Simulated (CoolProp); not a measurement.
Vapour-liquid equilibrium of n-heptane (1) + o-xylene (2) at 312.1 K; x and y are mole fractions of (1).

Values from CoolProp's multi-fluid Helmholtz-energy mixture model, Span 2003 and Zhou 2012; pair parameters Bell 2016.

```json
[
 {"x": "0.05", "bubble pressure (kPa)": "2.730", "y at the bubble point": "0.320", "dew pressure at overall composition x (kPa)": "2.041", "liquid density (mol/L)": "8.056"},
 {"x": "0.2", "bubble pressure (kPa)": "4.678", "y at the bubble point": "0.659", "dew pressure at overall composition x (kPa)": "2.375", "liquid density (mol/L)": "7.812"},
 {"x": "0.35", "bubble pressure (kPa)": "6.235", "y at the bubble point": "0.783", "dew pressure at overall composition x (kPa)": "2.836", "liquid density (mol/L)": "7.577"},
 {"x": "0.5", "bubble pressure (kPa)": "7.577", "y at the bubble point": "0.855", "dew pressure at overall composition x (kPa)": "3.514", "liquid density (mol/L)": "7.352"},
 {"x": "0.65", "bubble pressure (kPa)": "8.823", "y at the bubble point": "0.906", "dew pressure at overall composition x (kPa)": "4.595", "liquid density (mol/L)": "7.135"},
 {"x": "0.8", "bubble pressure (kPa)": "10.05", "y at the bubble point": "0.949", "dew pressure at overall composition x (kPa)": "6.510", "liquid density (mol/L)": "6.927"},
 {"x": "0.95", "bubble pressure (kPa)": "11.32", "y at the bubble point": "0.987", "dew pressure at overall composition x (kPa)": "10.10", "liquid density (mol/L)": "6.728"}
]
```

No azeotrope shows between x = 0.05 and 0.95.

The pair parameters rest on a limited set of measurements; away from them the model extrapolates.
